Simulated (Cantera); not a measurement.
Feed: 1 mol SiC, 0.014 mol N2O, 5.1 mol H2, equilibrated at 13.3 mbar.

These are equilibrium values from Cantera (NASA tables, ideal gas, pure condensed phases), not measurements of a reactor. Candidate condensed phases: C, C6H6, C7H8, C8H18, H2O, Si, SiC, SiO2, Si2N2O, Si3N4; 151 gas species. Mutual solubility and eutectic melting of coexisting phases are not modelled. Gases not in the tables: Si2H6 and higher silanes. Kinetics and transport are ignored.

Q: Which condensed phases are stable at each of these points (T (°C)): 1150, 1200, 1250, 1300, 1350, 1400, 1450, 1500, 1550, 1600, 1650, 1700, 1750, 1800?

A: 
```
T (°C)    condensed phases  Si condensed (%)
------  ------------------  ----------------
1150    SiC(s) + Si2N2O(s)              99.9
1200    SiC(s) + Si2N2O(s)              99.8
1250    SiC(s) + Si2N2O(s)              99.3
1300                SiC(s)              99.3
1350                SiC(s)              99.3
1400                SiC(s)              99.3
1450                SiC(s)              99.3
1500                SiC(s)              99.3
1550                SiC(s)              99.3
1600                SiC(s)              99.2
1650                SiC(s)              99.1
1700                SiC(s)              99.0
1750                SiC(s)              98.8
1800                SiC(s)              98.5
```

From 1150 °C to 1250 °C the condensed part is SiC(s) + Si2N2O(s). From 1300 °C to 1800 °C the condensed part is SiC(s).
